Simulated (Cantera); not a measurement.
A closed system holds: 1 mol HMDSO, 0.33 mol NO, 0.2 mol H2, at 2048 K and 0.760 bar.

Equilibrium computed with Cantera from the NASA thermochemical tables; the gas is ideal and each condensed phase is pure. Candidate condensed phases: C, C6H6, C7H8, C8H18, H2O, Si, SiC, SiO2, Si2N2O, Si3N4; 151 gas species. The feed counts by its element totals alone. Rates play no part.

Q: What is the equilibrium state?

A: 
```json
{
 "x(H2)": "0.856",
 "x(CO)": "0.123",
 "x(N2)": "0.0144",
 "x(H)": "0.00238",
 "x(HCN)": "0.00197",
 "x(SiO)": "0.00128",
 "x(C2H2 (acetylene))": "0.000897",
 "x(CH4)": "0.000209",
 "x(HNC)": "0.000122",
 "n(C(graphite))": "2.65 mol",
 "n(SiC(s))": "1.99 mol",
 "gas_amount": "10.71 mol",
 "log10 activity of Si(l) (absent)": "-1.19"
}
```
